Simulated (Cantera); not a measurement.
## SiH2Cl2 + NH3 + N2 (silicon nitride deposition)

Feed: 1 mol SiH2Cl2, 0.25 mol NH3, 4.4 mol N2, equilibrated at 100000 Pa.

Cantera equilibrium calculation (NASA polynomials, part measured and part estimated; ideal gas, pure solids and liquids). Candidate condensed phases: NH4Cl, Si, Si3N4; 28 gas species. The tables' values for SiCl3, SiCl, SiN are old estimates; treat these amounts as uncertain. Gases not in the tables: Si2H6 and higher silanes. The numbers say what is thermodynamically allowed, not how fast it happens.

```csv
T (°C),log p N2,log p HCl,log p H2,log p SiCl2,log p SiCl4,log p SiCl3,n Si3N4(s),n Si(l)
700,-0.19,-0.73,-0.89,-7.78,-1.47,-5.35,0.263,0
800,-0.19,-0.70,-0.91,-6.39,-1.51,-4.55,0.269,0
900,-0.19,-0.68,-0.92,-5.24,-1.54,-3.89,0.273,0
1000,-0.19,-0.67,-0.94,-4.28,-1.57,-3.33,0.276,0
1100,-0.19,-0.66,-0.95,-3.47,-1.61,-2.87,0.277,0
1200,-0.19,-0.66,-0.95,-2.78,-1.66,-2.49,0.276,0
1300,-0.19,-0.66,-0.95,-2.21,-1.76,-2.19,0.269,0
1400,-0.19,-0.69,-0.94,-1.76,-1.95,-2.01,0.250,0
1500,-0.19,-0.74,-0.91,-1.43,-2.26,-1.96,0.218,0
1600,-0.19,-0.82,-0.87,-1.23,-2.70,-2.04,0.180,0
1700,-0.19,-0.91,-0.83,-1.10,-3.21,-2.20,0.143,0
1800,-0.19,-1.02,-0.80,-1.02,-3.74,-2.39,0.111,0
1900,-0.18,-1.06,-0.81,-1.02,-4.14,-2.55,0,0.306
```
log p: log10 of the partial pressure in bar; n: condensed amount in mol.

From 700 °C to 1800 °C the condensed part is Si3N4(s). At 1900 °C the condensed part is Si(l). The main Si-bearing gas is SiCl4 at 700 °C and SiCl2 at 1900 °C. The share of Si in condensed phases is highest at 1100 °C (83.2 %) and lowest at 1900 °C (30.6 %).
